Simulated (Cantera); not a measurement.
Feed: 1 mol SiHCl₃, 0.11 mol HCl, 49 mol H₂, equilibrated at 383 Torr.

Method: chemical equilibrium by Gibbs-energy minimisation in Cantera with the NASA 1993 tables (ideal gas, pure condensed phases). Candidate condensed phases: Si; 19 gas species. The tables' values for SiCl, SiCl₃ are old estimates; treat these amounts as uncertain. Gases not in the tables: Si₂H₆ and higher silanes. Equilibrium is a limit: real reactors are often held back by kinetics, nucleation or transport. All values below are at 1750 °C.

Base state: H₂ 0.942, HCl 0.0487, SiCl₂ 0.00586, H 0.00258, SiH₂ 0.000114, Si 0.000112, SiCl 0.000106, Cl 9.90e-5 (mole fractions); condensed: Si(l).

Question: What changes in the equilibrium state with this change: SiHCl₃ replaced by CH₃SiH₃?

Answer: 
| species | before | after |
|---|---|---|
| H₂ | 0.942 | 0.995 |
| H | 0.00258 | 0.00265 |
| HCl | 0.0487 | 0.00210 |
| SiCl₂ | 0.00586 | 3.35e-6 |
| SiH₂ | 0.000114 | 3.92e-5 |
| SiCl₃ | 4.45e-5 | 1.07e-9 |
| CH₄ | 0 | 3.69e-5 |
| C₂H₂ (acetylene) | 0 | 2.98e-5 |
| SiCl | 0.000106 | 1.45e-6 |
| Si(l), mol | 0.677 | 0 |
| SiC(s), mol | 0 | 0.995 |
The feed counts by its element totals alone. Further candidate phases: C, C₆H₆, C₇H₈, C₈H₁₈, SiC.
